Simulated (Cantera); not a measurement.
An adiabatic, constant-pressure homogeneous reactor starts with CH₄ : O₂ : N₂ = 1 : 2.04 : 7.67 (molar parts), at 1725 K and 13.0 bar. Integrator tolerance rtol = 1e-08.

Cantera simulation using GRI-Mech 3.0 (53 species, 325 reactions); the numbers are that mechanism's predictions, not measurements. The pressure lies above the range GRI-Mech 3.0 was tuned for (to about 10 atm). Above 3000 K some thermodynamic fits are extrapolated.

### Question
What does this change do: initial temperature 1725 to 1000 K?

### Answer
| quantity | before | after |
|---|---|---|
| time of steepest temperature rise | 22.8 µs | 62.4 ms |
| temperature at 1.00 s | 3003 K | 2649 K |
| equilibrium temperature | 3003 K | 2649 K |
| x(CH₄) at 1.00 s | <1e-12 (gas-phase equilibrium <1e-12) | <1e-12 (gas-phase equilibrium <1e-12) |
| x(O₂) at 1.00 s | 0.0176 (gas-phase equilibrium 0.0176) | 0.00982 (gas-phase equilibrium 0.00982) |
| x(CO) at 1.00 s | 0.0372 (gas-phase equilibrium 0.0372) | 0.0165 (gas-phase equilibrium 0.0165) |
| x(HO₂) at 1.00 s | 1.55e-5 (gas-phase equilibrium 1.55e-5) | 5.19e-6 (gas-phase equilibrium 5.19e-6) |
| x(CO₂) at 1.00 s | 0.0527 (gas-phase equilibrium 0.0527) | 0.0756 (gas-phase equilibrium 0.0756) |
| x(C₂H₄) at 1.00 s | <1e-12 (gas-phase equilibrium <1e-12) | <1e-12 (gas-phase equilibrium <1e-12) |
| x(O) at 1.00 s | 0.00422 (gas-phase equilibrium 0.00422) | 0.000802 (gas-phase equilibrium 0.000802) |
